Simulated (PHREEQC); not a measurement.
A solution holds 0.12 mol CuCl2, 0.00037 mol HCl and 0.00029 mol KCl per kg of water, at 25 °C. Closed to the air; pH follows from the charge balance.

All values are PHREEQC results (ion-association model, phreeqc.dat), not measurements.

Each row changes one thing in this solution. This is a speciation only: nothing precipitates in the calculation.

```
case                                        pH  ionic strength (mol/kgw)  Cl- (mol/kgw)
----------------------------------  ----------  ------------------------  -------------
as made                                   3.54                     0.324          0.222
CuCl2 from 0.12 to 0.6 mol/kgw      (withheld)                      1.34          0.958
HCl left out                              4.22                     0.323          0.221
KCl from 0.00029 to 0.0029 mol/kgw        3.54                     0.326          0.224
CuCl2 left out                            3.44                  0.000660       0.000660
KCl left out                              3.54                     0.323          0.221
temperature from 25 to 60 °C        (withheld)                     0.259     (withheld)
```

Q: Complete the blanks.

A: 
- CuCl2 from 0.12 to 0.6 mol/kgw, pH: 3.55
- temperature from 25 to 60 °C, pH: 3.51
- temperature from 25 to 60 °C, Cl- (mol/kgw): 0.188

The ionic strength passes 0.7 mol/kgw, the rough limit of the ion-association models, in CuCl2 from 0.12 to 0.6 mol/kgw. Constants without temperature data keep their 25 °C values here.
